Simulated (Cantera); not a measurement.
An isothermal, constant-pressure homogeneous reactor starts with CH4 : H2 : N2 = 0.027 : 1 : 0.00095 (molar parts), at 1850 K and 0.0110 bar.

Computed with Cantera and GRI-Mech 3.0 (53 species, 325 reactions). GRI-Mech 3.0 stops at C3 and has no aromatics, soot or wall deposition, so with more carbon than oxygen in the feed, carbon stays in small species such as C2H2 where larger ones or solid carbon would form. Radical loss at walls, strong at low pressure, is not modelled.

### Question
Predict: x(CH4) at 70.0 s; x(H2) at 70.0 s; x(H) at 70.0 s; x(CH2) at 70.0 s; x(HCN) at 70.0 s.

### Answer
```
Quantity                                            Value
----------------  ---------------------------------------
x(CH4) at 70.0 s  4.87e-5 (gas-phase equilibrium 4.74e-5)
x(H2) at 70.0 s       0.981 (gas-phase equilibrium 0.981)
x(H) at 70.0 s    0.00512 (gas-phase equilibrium 0.00512)
x(CH2) at 70.0 s  3.12e-8 (gas-phase equilibrium 3.03e-8)
x(HCN) at 70.0 s  1.27e-7 (gas-phase equilibrium 0.00120)
```
